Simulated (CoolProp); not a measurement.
Saturation properties of cyclopentane (Tc = 511.7 K, pc = 45.83 bar, ω = 0.202).

Values from CoolProp's reference Helmholtz-energy equation of state, Gedanitz 2015.

```json
[
 {"T (K)": "281.4", "p (bar)": "0.2091", "liquid density (kg/m³)": "756.7", "vapour Z": "0.9891"},
 {"T (K)": "284.2", "p (bar)": "0.2369", "liquid density (kg/m³)": "754.0", "vapour Z": "0.9880"},
 {"T (K)": "287.1", "p (bar)": "0.2687", "liquid density (kg/m³)": "751.2", "vapour Z": "0.9868"},
 {"T (K)": "290", "p (bar)": "0.3040", "liquid density (kg/m³)": "748.4", "vapour Z": "0.9855"},
 {"T (K)": "292.8", "p (bar)": "0.3415", "liquid density (kg/m³)": "745.7", "vapour Z": "0.9842"},
 {"T (K)": "295.7", "p (bar)": "0.3841", "liquid density (kg/m³)": "742.8", "vapour Z": "0.9828"},
 {"T (K)": "298.6", "p (bar)": "0.4310", "liquid density (kg/m³)": "740.0", "vapour Z": "0.9812"},
 {"T (K)": "301.4", "p (bar)": "0.4805", "liquid density (kg/m³)": "737.2", "vapour Z": "0.9796"},
 {"T (K)": "304.3", "p (bar)": "0.5364", "liquid density (kg/m³)": "734.3", "vapour Z": "0.9779"},
 {"T (K)": "307.2", "p (bar)": "0.5975", "liquid density (kg/m³)": "731.4", "vapour Z": "0.9761"},
 {"T (K)": "310.1", "p (bar)": "0.6639", "liquid density (kg/m³)": "728.4", "vapour Z": "0.9742"},
 {"T (K)": "312.9", "p (bar)": "0.7334", "liquid density (kg/m³)": "725.6", "vapour Z": "0.9722"},
 {"T (K)": "315.8", "p (bar)": "0.8114", "liquid density (kg/m³)": "722.6", "vapour Z": "0.9701"}
]
```

It boils at 322.4 K under 1 atm.
